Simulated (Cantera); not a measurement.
Feed: 1 mol SiH₂Cl₂, 0.34 mol Cl₂, 170 mol N₂, held at 1248.15 K and 0.0740 bar.

Cantera equilibrium calculation (NASA polynomials, part measured and part estimated; ideal gas, pure solids and liquids). Candidate condensed phases: NH₄Cl, Si, Si₃N₄; 28 gas species. N₂ is the only nitrogen source here; it is nearly inert below about 1500 K, so the nitride shown seldom forms there in practice. The tables' values for SiCl₃ are old estimates; treat these amounts as uncertain. Equilibrium is a limit: real reactors are often held back by kinetics, nucleation or transport.

Q: What is the equilibrium state?

A: 
```
Item                                 Result
--------------------------------  ---------
x(N₂)                                 0.988
x(HCl)                               0.0102
x(SiCl₄)                            0.00125
x(H₂)                              0.000715
x(SiCl₃)                            9.40e-5
x(SiCl₂)                            5.10e-5
x(SiHCl₃)                           3.08e-6
n(Si₃N₄(s))                       0.253 mol
gas amount                        171.6 mol
log10 activity of Si(s) (absent)      -3.86
```
